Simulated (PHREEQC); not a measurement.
Make-up at 24 °C: 0.0026 mol/kgw HF, 0.00051 mol/kgw NH4HF2 and 0.00025 mol/kgw H2SiF6. Closed to the air; pH follows from the charge balance.

Model: ion-association model, phreeqc.dat, run in PHREEQC.

Each row changes one thing in this solution. This is a speciation only: nothing precipitates in the calculation.

```tsv
case	pH	ionic strength (mol/kgw)	HF (mol/kgw)	F- (mol/kgw)	HF2- (mol/kgw)	H4SiO4 (mol/kgw)	SI of Quartz (SiO2)
as made	2.90	0.00206	0.00233	0.00133	1.18e-5	1.16e-5	-0.94
temperature from 24 to 25 °C	2.91	?	0.00235	0.00133	1.20e-5	1.33e-5	-0.89
temperature from 24 to 5 °C	2.85	0.00224	0.00212	0.00148	9.81e-6	5.95e-7	-1.93
temperature from 24 to 10 °C	2.86	0.00220	0.00217	0.00144	1.03e-5	1.35e-6	-1.66
HF from 0.0026 to 0.0052 mol/kgw	2.76	0.00259	?	0.00181	3.00e-5	5.39e-7	-2.27
HF from 0.0026 to 0.026 mol/kgw	2.39	0.00512	0.0223	?	0.000342	1.51e-10	-5.82
```

Question: What belongs in the gaps?

Answer: 
- temperature from 24 to 25 °C, ionic strength (mol/kgw): 0.00205
- HF from 0.0026 to 0.0052 mol/kgw, HF (mol/kgw): 0.00436
- HF from 0.0026 to 0.026 mol/kgw, F- (mol/kgw): 0.00403

Species that the database lacks are ignored. Constants without temperature data keep their 25 °C values here. SiF6-2 is the database's only silicon fluoride.
